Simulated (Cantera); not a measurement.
**Thermodynamics of roasting and sulfation, feed MgCO3 + SO2 + O2**

A closed system holds: 1 mol MgCO3, 0.26 mol SO2, 0.094 mol O2, held at 2630 Torr.

Cantera equilibrium calculation (NASA polynomials, part measured and part estimated; ideal gas, pure solids and liquids). Candidate condensed phases: C, Mg, MgCO3, MgO, MgS, MgSO4, S; 26 gas species. Mutual solubility and eutectic melting of coexisting phases are not modelled. Rates play no part.

```tsv
T (°C)	x CO2	x SO2	x O2	x SO3	x CO	x O	x SO	n MgO(s)	n MgSO4(s)
900	0.933	0.0672	2.27e-5	0.000193	9.53e-7	3.56e-11	3.09e-9	0.812	0.188
1000	0.914	0.0783	0.00627	0.00171	5.43e-7	4.55e-9	2.47e-9	0.828	0.172
1100	0.741	0.186	0.0663	0.00681	9.39e-7	8.48e-8	1.44e-8	1.00	0
1200	0.740	0.188	0.0676	0.00394	4.93e-6	3.88e-7	8.73e-8	1.00	0
1300	0.739	0.190	0.0683	0.00243	2.10e-5	1.46e-6	4.19e-7	1.00	0
1400	0.739	0.191	0.0687	0.00159	7.52e-5	4.68e-6	1.67e-6	1.00	0
1500	0.739	0.191	0.0690	0.00109	0.000233	1.32e-5	5.66e-6	1.00	0
1600	0.738	0.191	0.0693	0.000775	0.000637	3.33e-5	1.69e-5	1.00	0
1700	0.737	0.191	0.0699	0.000574	0.00157	7.66e-5	4.48e-5	1.00	0
```
x: gas mole fraction; n: condensed amount in mol.

From 900 °C to 1000 °C the condensed part is MgO(s) + MgSO4(s). From 1100 °C to 1700 °C the condensed part is MgO(s).
